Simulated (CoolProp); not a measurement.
A simple Rankine cycle with R152A: condensing at 312.15 K, boiler at 3.54 MPa, turbine inlet 413.7 K, turbine efficiency 0.9, pump efficiency 0.8, no recuperator. Each further row changes one setting.

Values from CoolProp's reference Helmholtz-energy equation of state, Outcalt 1996. It is a modified Benedict-Webb-Rubin equation, recast in Helmholtz form.

```
case                             thermal efficiency (%)  net work (kJ/kg)  heat in (kJ/kg)  turbine exit temperature (K)  volume ratio over the turbine
-------------------------------  ----------------------  ----------------  ---------------  ----------------------------  -----------------------------
as stated                                          12.6              44.2              351                         346.3                           4.01
turbine inlet 433.7 K                               ___               ___              385                         368.5                           3.91
condensing temperature 304.15 K                    14.1              51.5              365                         337.2                           4.95
boiler pressure 2.48 MPa                           10.0              36.9              370                           ___                           2.73
turbine efficiency 0.8                             11.1              38.9              351                         350.4                            ___
```

Task: Complete the blanks.

Result: 
- turbine inlet 433.7 K, thermal efficiency (%): 12.8
- turbine inlet 433.7 K, net work (kJ/kg): 49.3
- boiler pressure 2.48 MPa, turbine exit temperature (K): 366.9
- turbine efficiency 0.8, volume ratio over the turbine: 4.08
